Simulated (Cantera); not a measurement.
Input: 1 mol trisilylamine, 11 mol N2, equilibrated at 1698 K.

Method: chemical equilibrium by Gibbs-energy minimisation in Cantera with the NASA 1993 tables (ideal gas, pure condensed phases). Candidate condensed phases: Si, Si3N4; 18 gas species. The feed counts by its element totals alone. Equilibrium is a limit: real reactors are often held back by kinetics, nucleation or transport.

Problem. At 37.0 mbar, list the 3 most abundant gas species with their mole fractions, and the condensed phases.

Solution. N2 0.678, H2 0.321, H 0.000426. Condensed: Si3N4(s).
